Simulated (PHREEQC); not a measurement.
**Reverse-osmosis permeate: an equilibrium model**

A made-up water analysis in mg/L, 20 °C, pH 7.28, pe -1.5:

```json
[
 {"constituent": "Na", "mg/L": "4.18"},
 {"constituent": "K", "mg/L": "0.393"},
 {"constituent": "Ca", "mg/L": "0.161"},
 {"constituent": "Mg", "mg/L": "0.414"},
 {"constituent": "Cl", "mg/L": "0.478"},
 {"constituent": "S(6) as SO4", "mg/L": "6.95"},
 {"constituent": "Alkalinity as HCO3", "mg/L": "4.67"},
 {"constituent": "Si as SiO2", "mg/L": "0.0164"},
 {"constituent": "Li", "mg/L": "0.0247"},
 {"constituent": "F", "mg/L": "0.139"},
 {"constituent": "Br", "mg/L": "0.0258"}
]
```

Valence states are taken as typed.

Computed with PHREEQC (ion-association model, wateq4f.dat).

No solid was allowed to form.

Q: Estimate the charge-balance error.

A: charge-balance error -1.0 %.

Q: In which forms is Ca present?

A: Ca+2 99 %, CaSO4 1.1 % of the Ca.

SiF6-2 is the database's only silicon fluoride.
